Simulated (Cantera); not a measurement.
Input: 1 mol TiO₂, 12 mol H₂, 1.9 mol H₂O, held at 1300 K and 4.20 bar.

Method: chemical equilibrium by Gibbs-energy minimisation in Cantera with the NASA 1993 tables (ideal gas, pure condensed phases). Candidate condensed phases: H₂O, Ti, TiO, TiO₂, Ti₂O₃, Ti₃O₅, Ti₄O₇; 12 gas species. Gases not in the tables: TiO(OH)₂. Rates play no part.

Base state: H₂ 0.863, H₂O 0.137 (mole fractions); condensed: TiO₂(rutile).

Question: What changes in the equilibrium state with this change: temperature from 1300 K to 2200 K?

Answer: 
```csv
species,before,after
H₂,0.863,0.843
H₂O,0.137,0.154
H,5.02e-7,0.00252
OH,1.04e-9,6.45e-5
"TiO₂(rutile), mol",1.00,0
"Ti₄O₇(l), mol",0,0.250
```
Condensed phases not in the tables: Magnéli phases beyond Ti₄O₇.
